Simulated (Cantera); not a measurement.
A Cantera script and its output.

```python
import numpy as np
import cantera as ct

gas = ct.Solution("gri30.yaml")
gas.TPX = 1550, 100000, {'CH4': 1, 'CO': 0.035, 'O2': 2.02, 'N2': 7.59, 'H2O': 0.28}
reactor = ct.IdealGasConstPressureReactor(gas, energy="on", clone=False)
net = ct.ReactorNet([reactor])
net.rtol, net.atol = 1e-08, 1e-16
show = ['CH4', 'CO', 'O2', 'CH2O', 'N2O', 'HCN']
times = np.geomspace(5e-06, 7, 16)

steps = ct.SolutionArray(gas, extra=["t"])
rows = []
print(f"{'t/s':>10s}{'T/K':>9s}{'P/Pa':>11s}" + "".join(f"{s:>11s}" for s in show))
for t in times:
    while net.time < t:
        t_next = net.step()
        steps.append(gas.state, t=t_next)
    rows.append([np.interp(t, steps.t, y) for y in (steps.T, steps.P, *steps(*show).X.T)])
    print(f"{t:10.3e}{rows[-1][0]:9.1f}{rows[-1][1]:11.4g}" + "".join(f"{x:11.3e}" for x in rows[-1][2:]))
rate = np.gradient(steps.T, steps.t)
print("integrator steps:", len(steps.t))
if steps.T.max() > steps.T[0] + 200:
    print(f"time of steepest temperature rise: {steps.t[rate.argmax()]:.4e} s")
gas.TPX = 1550, 100000, {'CH4': 1, 'CO': 0.035, 'O2': 2.02, 'N2': 7.59, 'H2O': 0.28}
gas.equilibrate("HP")
print(f"equilibrium (HP): T = {gas.T:.1f} K  " + "  ".join(f"{s} {gas[s].X[0]:.3e}" for s in show))
```

Output:

```
       t/s      T/K       P/Pa        CH4         CO         O2       CH2O        N2O        HCN
 5.000e-06   1550.0      1e+05  9.153e-02  3.204e-03  1.849e-01  2.843e-08  1.430e-12  4.076e-18
 1.284e-05   1550.0      1e+05  9.153e-02  3.204e-03  1.849e-01  2.130e-07  7.257e-12  2.999e-17
 3.300e-05   1550.0      1e+05  9.152e-02  3.203e-03  1.849e-01  1.693e-06  3.916e-11  2.330e-16
 8.476e-05   1549.9      1e+05  9.146e-02  3.203e-03  1.849e-01  1.545e-05  1.935e-10  2.202e-15
 2.177e-04   1550.5      1e+05  9.108e-02  3.213e-03  1.847e-01  1.541e-04  7.923e-10  3.464e-14
 5.593e-04   1569.9      1e+05  8.576e-02  4.211e-03  1.812e-01  1.552e-03  6.438e-09  4.424e-12
 1.437e-03   2735.0      1e+05  1.854e-15  3.971e-02  2.221e-02  3.019e-10  4.109e-07  4.357e-10
 3.691e-03   2728.5      1e+05  2.012e-15  3.995e-02  2.031e-02  3.089e-10  4.521e-07  9.243e-10
 9.482e-03   2726.1      1e+05  2.065e-15  4.004e-02  1.969e-02  3.114e-10  4.754e-07  1.088e-09
 2.436e-02   2726.1      1e+05  2.066e-15  4.004e-02  1.968e-02  3.115e-10  4.759e-07  1.091e-09
 6.257e-02   2726.1      1e+05  2.066e-15  4.004e-02  1.968e-02  3.115e-10  4.759e-07  1.091e-09
 1.607e-01   2726.1      1e+05  2.066e-15  4.004e-02  1.968e-02  3.115e-10  4.759e-07  1.091e-09
 4.129e-01   2726.1      1e+05  2.066e-15  4.004e-02  1.968e-02  3.115e-10  4.759e-07  1.091e-09
 1.061e+00   2726.1      1e+05  2.066e-15  4.004e-02  1.968e-02  3.115e-10  4.759e-07  1.091e-09
 2.725e+00   2726.1      1e+05  2.066e-15  4.004e-02  1.968e-02  3.115e-10  4.759e-07  1.091e-09
 7.000e+00   2726.1      1e+05  2.066e-15  4.004e-02  1.968e-02  3.115e-10  4.759e-07  1.091e-09
integrator steps: 1830
time of steepest temperature rise: 7.6998e-04 s
equilibrium (HP): T = 2726.1 K  CH4 2.711e-15  CO 4.004e-02  O2 1.968e-02  CH2O 3.115e-10  N2O 4.759e-07  HCN 1.091e-09
```

Model: GRI-Mech 3.0 (53 species, 325 reactions), integrated in Cantera.
